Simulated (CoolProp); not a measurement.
Properties of chlorine along the isobar 2.57 MPa.

Computed with CoolProp (reference Helmholtz-energy equation of state, Thol 2021).

| T (K) | phase | speed of sound (m/s) | expansivity (1/kK) |
|---|---|---|---|
| 320.8 | liquid | 729.5 | 2.607 |
| 325.2 | liquid | 709.0 | 2.707 |
| 329.6 | liquid | 688.1 | 2.820 |
| 334 | liquid | 666.6 | 2.947 |
| 338.3 | liquid | (withheld) | 3.088 |
| 342.7 | liquid | (withheld) | 3.254 |
| 347.1 | liquid | (withheld) | 3.447 |
| 355.9 | gas | 203.5 | 6.533 |
| 360.3 | gas | 206.4 | 6.104 |
| 364.7 | gas | (withheld) | 5.739 |
| 369.1 | gas | (withheld) | 5.425 |
| 373.5 | gas | 214.3 | 5.151 |
| 377.9 | gas | 216.7 | 4.910 |

Task: Some entries are withheld; supply them.

Result: 
- 338.3, speed of sound (m/s): 644.9
- 342.7, speed of sound (m/s): 622.0
- 347.1, speed of sound (m/s): 598.3
- 364.7, speed of sound (m/s): 209.1
- 369.1, speed of sound (m/s): 211.8
